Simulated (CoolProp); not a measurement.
n-perfluorohexane at several states: density (kg/m³) from the reference equation and from simpler models built on Tc = 174.9 °C, pc = 1.742 MPa, ω = 0.497; each cubic takes its own stable root.

The numbers come from the reference Helmholtz-energy equation of state, Gao 2022 in CoolProp.

```tsv
T (°C)	p (MPa)	phase	reference
146.85	0.0286	gas	2.789
79.75	0.35	liquid	1504
-25.65	0.157	liquid	1819
-43.65	0.184	liquid	1868
-36.25	0.519	liquid	1849
1.25	9.79	liquid	1777
```

Problem. How far does each simpler model (Redlich-Kwong, Soave-Redlich-Kwong, Peng-Robinson) lie from the reference over these 6 states: mean and median of the absolute difference, and the worst?

Solution. 
- Redlich-Kwong: mean 27.9 %, median 18.2 %, worst -96.8 % at 79.75 °C and 0.35 MPa
- Soave-Redlich-Kwong: mean 11.5 %, median 13.9 %, worst -14.6 % at 79.75 °C and 0.35 MPa
- Peng-Robinson: mean 2.5 %, median 3.1 %, worst -3.7 % at -43.65 °C and 0.184 MPa

At some of these states Redlich-Kwong gives the other phase, because its saturation line lies elsewhere.
